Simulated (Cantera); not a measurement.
Cantera run, input and output.

```python
import numpy as np
import cantera as ct

gas = ct.Solution("gri30.yaml")
gas.TPX = 2050, 34000, {'CH4': 1, 'H2O': 1.7}
reactor = ct.IdealGasConstPressureReactor(gas, energy="off", clone=False)
net = ct.ReactorNet([reactor])
net.rtol, net.atol = 1e-08, 1e-18
show = ['CH4', 'H2O', 'C2H2', 'HCO', 'C2H4']
times = np.geomspace(3e-05, 2, 13)

steps = ct.SolutionArray(gas, extra=["t"])
rows = []
print(f"{'t/s':>10s}{'T/K':>9s}{'P/Pa':>11s}" + "".join(f"{s:>11s}" for s in show))
for t in times:
    while net.time < t:
        t_next = net.step()
        steps.append(gas.state, t=t_next)
    rows.append([np.interp(t, steps.t, y) for y in (steps.T, steps.P, *steps(*show).X.T)])
    print(f"{t:10.3e}{rows[-1][0]:9.1f}{rows[-1][1]:11.4g}" + "".join(f"{x:11.3e}" for x in rows[-1][2:]))
rate = np.gradient(steps.T, steps.t)
print("integrator steps:", len(steps.t))
if steps.T.max() > steps.T[0] + 200:
    print(f"time of steepest temperature rise: {steps.t[rate.argmax()]:.4e} s")
gas.TPX = 2050, 34000, {'CH4': 1, 'H2O': 1.7}
gas.equilibrate("TP")
print(f"equilibrium (TP): T = {gas.T:.1f} K  " + "  ".join(f"{s} {gas[s].X[0]:.3e}" for s in show))
```

Output:

```
       t/s      T/K       P/Pa        CH4        H2O       C2H2        HCO       C2H4
 3.000e-05   2050.0    3.4e+04  3.262e-01  6.167e-01  1.214e-03  1.228e-06  7.270e-03
 7.570e-05   2050.0    3.4e+04  2.139e-01  5.683e-01  2.752e-02  3.445e-06  2.158e-02
 1.910e-04   2050.0    3.4e+04  1.023e-01  4.989e-01  8.299e-02  1.829e-06  5.741e-03
 4.821e-04   2050.0    3.4e+04  4.360e-02  4.526e-01  1.044e-01  9.710e-07  1.034e-03
 1.216e-03   2050.0    3.4e+04  1.915e-02  4.065e-01  1.015e-01  5.650e-07  2.806e-04
 3.070e-03   2050.0    3.4e+04  1.299e-02  3.418e-01  7.962e-02  3.682e-07  1.538e-04
 7.746e-03   2050.0    3.4e+04  9.763e-03  2.635e-01  4.887e-02  2.292e-07  8.745e-05
 1.955e-02   2050.0    3.4e+04  5.823e-03  1.929e-01  2.047e-02  1.366e-07  3.413e-05
 4.932e-02   2050.0    3.4e+04  2.074e-03  1.504e-01  3.704e-03  8.775e-08  5.587e-06
 1.245e-01   2050.0    3.4e+04  8.205e-05  1.396e-01  3.597e-05  6.908e-08  4.261e-08
 3.141e-01   2050.0    3.4e+04  1.540e-09  1.394e-01  3.080e-11  6.922e-08  3.445e-14
 7.926e-01   2050.0    3.4e+04  1.346e-09  1.394e-01  5.363e-13  6.922e-08  5.999e-16
 2.000e+00   2050.0    3.4e+04  1.346e-09  1.394e-01  5.363e-13  6.922e-08  5.999e-16
integrator steps: 1682
equilibrium (TP): T = 2050.0 K  CH4 1.601e-09  H2O 1.394e-01  C2H2 6.365e-13  HCO 6.922e-08  C2H4 7.121e-16
```

Computed with Cantera and GRI-Mech 3.0 (53 species, 325 reactions).
